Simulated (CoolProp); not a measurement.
A closed Brayton cycle with carbon dioxide: compressor inlet 329.15 K and 9.9 MPa, high pressure 28.5 MPa, turbine inlet 945 K, compressor efficiency 0.8, turbine efficiency 0.93, recuperator effectiveness 0.9 (on enthalpy, no pinch check). Each further row changes one setting.

Model: reference Helmholtz-energy equation of state, Span 1996, in CoolProp.

| case | thermal efficiency (%) | net work (kJ/kg) | compressor to turbine work | compressor exit (K) | turbine exit (K) |
|---|---|---|---|---|---|
| as stated | (withheld) | 112 | 0.33 | 410.1 | 802.5 |
| turbine inlet 895 K | 35.9 | (withheld) | 0.35 | 410.1 | 757.4 |
| compressor inlet 339.15 K | 36.1 | 103 | 0.38 | 431.1 | 802.5 |
| high pressure 24.2 MPa | 35.9 | 98.3 | (withheld) | (withheld) | 823.8 |
| recuperator effectiveness 0.5 | (withheld) | 112 | 0.33 | 410.1 | 802.5 |

Task: Fill in the missing entries.

Result: 
- as stated, thermal efficiency (%): 37.3
- turbine inlet 895 K, net work (kJ/kg): 102
- high pressure 24.2 MPa, compressor to turbine work: 0.31
- high pressure 24.2 MPa, compressor exit (K): 397.1
- recuperator effectiveness 0.5, thermal efficiency (%): 23.1
